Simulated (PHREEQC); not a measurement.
Dissolve 0.01 mol HF, 4.2e-05 mol (NH4)2SiF6, 8.7e-05 mol H3PO4 and 9.5e-05 mol H2SO4 per kg of water at 90 °C. Closed to the air; pH follows from the charge balance.

Computed with PHREEQC (ion-association model, wateq4f.dat).

The pH is 2.87. The ionic strength comes out as 0.00158 mol/kgw and the total alkalinity is -10.4 meq/kg.

| species | molality | activity | log γ |
|---|---|---|---|
| HF | 0.00886 | 0.00886 | 0.000 |
| H+ | 0.00143 | 0.00136 | -0.021 |
| F- | 0.00124 | 0.00118 | -0.022 |
| NH4+ | 8.39e-5 | 7.98e-5 | -0.022 |
| H2PO4- | 6.39e-5 | 6.08e-5 | -0.022 |
| SO4-2 | 5.84e-5 | 4.78e-5 | -0.087 |
| HF2- | 4.56e-5 | 4.33e-5 | -0.022 |

Precipitation was switched off in this run. H3PO4, which wateq4f.dat lacks, is added to it with the constant of phreeqc.dat. Constants without temperature data keep their 25 °C values here. SiF6-2 is the database's only silicon fluoride.
